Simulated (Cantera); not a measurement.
A perfectly stirred reactor is fed with H₂ : O₂ : N₂ = 1.3 : 1 : 1.1 (molar parts), equivalence ratio 0.65, at 143 Torr; it is held at 1325 K, and followed from long to short residence time.

Computed with Cantera and the H2/O2 subset of GRI-Mech 3.0, which has no nitrogen chemistry. The temperature is held fixed by assumption; the heat of reaction is taken as removed at once.

What does this change do: temperature 1325 to 1100 K?


| quantity | before | after |
|---|---|---|
| x(H₂) at τ = 16.0 s | 4.85e-5 | 0.000125 |
| x(O₂) at τ = 16.0 s | 0.127 | 0.127 |
| x(O) at τ = 16.0 s | 1.43e-5 | 5.15e-6 |
| x(H) at τ = 16.0 s | 1.42e-6 | 9.37e-7 |
| x(HO₂) at τ = 16.0 s | 1.05e-6 | 3.94e-6 |
| x(H₂) at τ = 0.120 s | 0.00127 | 0.00301 |
| x(O₂) at τ = 0.120 s | 0.127 | 0.128 |
| x(O) at τ = 0.120 s | 0.000409 | 0.000188 |
| x(H) at τ = 0.120 s | 0.000200 | 0.000124 |
| x(HO₂) at τ = 0.120 s | 1.64e-5 | 3.88e-5 |
